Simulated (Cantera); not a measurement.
Feed: 1 mol Si2Cl6, 16 mol H2, held at 78.0 mbar.

Method: chemical equilibrium by Gibbs-energy minimisation in Cantera with the NASA 1993 tables (ideal gas, pure condensed phases). Candidate condensed phases: Si; 19 gas species. The feed counts by its element totals alone. The numbers say what is thermodynamically allowed, not how fast it happens.

Question: What share of the Si ends up in condensed phases as a function of T (°C), at 877, 927, 977, 1027, 1077, 1127, 1177?

Answer: 
```csv
T (°C),Si condensed (%),as
877,28.5,Si(s)
927,29.3,Si(s)
977,29.2,Si(s)
1027,27.9,Si(s)
1077,25.9,Si(s)
1127,23.5,Si(s)
1177,21.4,Si(s)
```
